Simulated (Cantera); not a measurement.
Charge: 1 mol H2O, 0.089 mol H2, at 2123 K and 1 atm.

These are equilibrium values from Cantera (NASA tables, ideal gas, pure condensed phases), not measurements of a reactor. Candidate condensed phases: H2O; 9 gas species. Rates play no part.

Base state: H2O 0.916, H2 0.0819, OH 0.00141, H 0.00102, O2 5.91e-5, O 1.24e-5 (mole fractions); condensed: gas only.

**Question.** What changes in the equilibrium state with this change: pressure from 1 atm to 0.0100 bar?

**Answer.** 
| species | before | after |
|---|---|---|
| H2O | 0.916 | 0.879 |
| H2 | 0.0819 | 0.0913 |
| OH | 0.00141 | 0.0129 |
| H | 0.00102 | 0.0108 |
| O | 1.24e-5 | 0.00109 |
| O2 | 5.91e-5 | 0.00445 |

**Question.** What changes in the equilibrium state with this change: H2 from 0.089 to 1.2 mol?

**Answer.** 
| species | before | after |
|---|---|---|
| H2 | 0.0819 | 0.543 |
| H2O | 0.916 | 0.454 |
| H | 0.00102 | 0.00263 |
| O2 | 5.91e-5 | 3.30e-7 |
| O | 1.24e-5 | 9.30e-7 |
| OH | 0.00141 | 0.000271 |

**Question.** What changes in the equilibrium state with this change: temperature from 2123 K to 2200 K?

**Answer.** 
```json
[
 {"species": "H2O", "before": "0.916", "after": "0.913"},
 {"species": "H2", "before": "0.0819", "after": "0.0823"},
 {"species": "OH", "before": "0.00141", "after": "0.00249"},
 {"species": "H", "before": "0.00102", "after": "0.00161"},
 {"species": "O", "before": "1.24e-5", "after": "3.38e-5"},
 {"species": "O2", "before": "5.91e-5", "after": "0.000158"}
]
```
